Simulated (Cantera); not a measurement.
What does this Cantera script print?

```python
import numpy as np
import cantera as ct

gas_names = """
    F F2 H HF H2 H2F2 H3F3 H4F4 H5F5 H6F6 H7F7 N NF NF2 NF3 NH NH2 NH3 N2 N2H2 N2H4 Si SiF SiF2 SiF3
    SiF4 SiH SiHF3 SiH2 SiH2F2 SiH3 SiH3F SiH4 SiN Si2 Si2N Si3
""".split()
cond_names = """
    Si(cr) Si(L) Si3N4(a)
""".split()


# ... load() reads the species with a 1 bar reference pressure and builds the phases ...
atoms = {
    'SiF4': {'Si': 1, 'F': 4},
    'NH3': {'N': 1, 'H': 3},
}
top_T = {'Si3N4(a)': 2400}  # K; cautious upper limits of use, not melting points


# ... equilibrate(T, P, feed) seeds the gas with the atoms and calls Mixture.equilibrate('TP', solver="vcs", rtol=1e-11, max_steps=5000) ...
results = []
T = 875  # K
P = 100000  # Pa
for m in [0.27, 0.44, 0.7, 1.1, 1.8, 2.8, 4.6, 7.3, 12, 19, 30, 48]:
    feed = {'SiF4': 1, 'NH3': m}  # mol
    mix = equilibrate(T, P, feed)
    results.append((T, P, feed, dict(zip(mix.species_names, mix.species_moles))))

top = {s: max(r[3][s] / sum(r[3][g] for g in gas_names) for r in results) for s in gas_names}
cols = sorted((s for s in top if top[s] > 0.0001), key=lambda s: -top[s])[:6]
seen = [c for c in cond_names if any(r[3].get(c, 0) > 1e-12 for r in results)]
print("log10 of partial pressures in bar; condensed amounts in mol")
print(f"{'n(NH3)':>10s}" + "".join(f"{s[:9]:>10s}" for s in cols + seen))
for T, P, feed, n in results:
    ng = sum(n[g] for g in gas_names)
    print(f"{feed['NH3']:10.4g}" + "".join(f"{np.log10(max(n[s] / ng * P / 1e5, 1e-99)):10.3f}" for s in cols)
          + "".join(f"{n.get(c, 0):10.4g}" for c in seen))
```

It prints:

```
log10 of partial pressures in bar; condensed amounts in mol
    n(NH3)        H2      SiF4        N2       NH3        HF     SiHF3  Si3N4(a)
      0.27    -0.580    -0.188    -1.057    -4.226    -3.726    -3.727         0
      0.44    -0.455    -0.274    -0.932    -3.975    -3.707    -3.708         0
       0.7    -0.359    -0.380    -0.836    -3.784    -3.712    -3.713         0
       1.1    -0.288    -0.505    -0.765    -3.641    -3.739    -3.740         0
       1.8    -0.232    -0.663    -0.709    -3.528    -3.776    -3.804 3.979e-06
       2.8    -0.197    -0.820    -0.674    -3.458    -3.791    -3.910 2.112e-05
       4.6    -0.170    -1.009    -0.647    -3.405    -3.821    -4.043 5.121e-05
       7.3    -0.154    -1.194    -0.631    -3.373    -3.856    -4.176 9.406e-05
        12    -0.143    -1.398    -0.620    -3.351    -3.900    -4.326 0.0001635
        19    -0.136    -1.592    -0.614    -3.338    -3.944    -4.469 0.0002587
        30    -0.132    -1.786    -0.609    -3.330    -3.990    -4.614 0.0003956
        48    -0.130    -1.988    -0.607    -3.324    -4.039    -4.764 0.0005993
```

Equilibrium computed with Cantera from the NASA thermochemical tables; the gas is ideal and each condensed phase is pure.
